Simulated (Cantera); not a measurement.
An adiabatic, constant-pressure homogeneous reactor starts with CH3OH : O2 : N2 = 1 : 2.59 : 11.1 (molar parts), equivalence ratio 0.58, at 1273 K and 10.0 bar. Integrator tolerance rtol = 1e-08.

Detailed kinetics in Cantera: GRI-Mech 3.0 (53 species, 325 reactions). GRI-Mech 3.0 was tuned for natural gas; its chemistry of methanol as a main component is partial and can be far from experiment.

**Question.** What does this change do: constant volume in place of constant pressure?

**Answer.** 
```csv
quantity,before,after
time of steepest temperature rise,0.560 ms,0.538 ms
temperature at 0.900 s,2353 K,2588 K
equilibrium temperature,2353 K,2588 K
x(CH3OH) at 0.900 s,<1e-12 (gas-phase equilibrium <1e-12),<1e-12 (gas-phase equilibrium <1e-12)
x(O2) at 0.900 s,0.0664 (gas-phase equilibrium 0.0664),0.0640 (gas-phase equilibrium 0.0640)
x(CH2O) at 0.900 s,2.27e-12 (gas-phase equilibrium 2.27e-12),2.58e-11 (gas-phase equilibrium 2.58e-11)
x(HO2) at 0.900 s,8.10e-6 (gas-phase equilibrium 8.10e-6),1.76e-5 (gas-phase equilibrium 1.76e-5)
x(C2H2) at 0.900 s,<1e-12 (gas-phase equilibrium <1e-12),<1e-12 (gas-phase equilibrium <1e-12)
```
